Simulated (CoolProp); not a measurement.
The numbers come from the reference Helmholtz-energy equation of state, Thol 2022 in CoolProp.

Task: Give the vapour pressure (MPa), liquid density (kg/m³), vapour density (kg/m³), liquid cp (kJ/(kg K)) of saturated vinyl chloride at 292.9, 326.8 K.

Result: 
```
T (K)  p (MPa)  liquid density (kg/m³)  vapour density (kg/m³)  liquid cp (kJ/(kg K))
-----  -------  ----------------------  ----------------------  ---------------------
292.9    0.337                     909                    9.27                   1.52
326.8    0.856                     843                    22.7                   1.61
```
